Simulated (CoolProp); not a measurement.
Values from CoolProp's reference Helmholtz-energy equation of state, Gao 2016.

**Question.** Give the vapour pressure (MPa), liquid density (kg/m³), vapour density (kg/m³), enthalpy of vaporisation (kJ/kg) of saturated sulfur dioxide at 28.25, 41.25 °C.

**Answer.** 
| T (°C) | p (MPa) | liquid density (kg/m³) | vapour density (kg/m³) | enthalpy of vaporisation (kJ/kg) |
|---|---|---|---|---|
| 28.25 | 0.437 | 1360 | 12.1 | 353 |
| 41.25 | 0.654 | 1320 | 17.8 | 339 |
